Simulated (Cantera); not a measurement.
A closed system holds: 1 mol Fe(CO)5, 2.9 mol H2, held at 1648 K and 0.100 bar.

Equilibrium computed with Cantera from the NASA thermochemical tables; the gas is ideal and each condensed phase is pure. Candidate condensed phases: C, C6H6, C7H8, C8H18, Fe, Fe(CO)5, FeO, Fe(OH)2, Fe(OH)3, Fe2O3, Fe3O4, H2O; 114 gas species. Rates play no part.

Base state: CO 0.633, H2 0.367, H 0.000171, Fe 2.61e-5, H2O 2.04e-5, CH4 1.33e-5, CO2 1.10e-5 (mole fractions); condensed: Fe(γ).

Problem. What changes in the equilibrium state with this change: pressure from 0.100 bar to 1.40 mbar?

Solution. 
```json
[
 {"species": "CO", "before": "0.633", "after": "0.631"},
 {"species": "H2", "before": "0.367", "after": "0.365"},
 {"species": "Fe", "before": "2.61e-5", "after": "0.00186"},
 {"species": "CH4", "before": "1.33e-5", "after": "5.31e-8"},
 {"species": "H2O", "before": "2.04e-5", "after": "9.92e-7"},
 {"species": "CO2", "before": "1.10e-5", "after": "5.35e-7"},
 {"species": "H", "before": "0.000171", "after": "0.00144"},
 {"species": "Fe(γ), mol", "before": "1.000", "after": "0.985"}
]
```
